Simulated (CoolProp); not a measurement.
Computed with CoolProp (reference Helmholtz-energy equation of state, Akasaka 2015).

Q: For R245fa, give the phase and the Z, Joule-Thomson coefficient (K/MPa), viscosity (µPa s), conductivity (mW/(m K)) at -29.85 °C and 0.0195 MPa; 140.65 °C and 6.25 MPa; -26.75 °C and 0.173 MPa.

A: 
- -29.85 °C and 0.0195 MPa: liquid; Z 0.000875, Joule-Thomson coefficient -0.339, viscosity 809, conductivity 109
- 140.65 °C and 6.25 MPa: liquid; Z 0.251, Joule-Thomson coefficient 0.715, viscosity 122, conductivity 64.0
- -26.75 °C and 0.173 MPa: liquid; Z 0.00770, Joule-Thomson coefficient -0.335, viscosity 774, conductivity 108

Viscosity comes from a separate model (Bell 2016), an estimate that may be off by 10 % or more. Thermal conductivity comes from a separate model (Huber 2003), an estimate that may be off by 10 % or more.
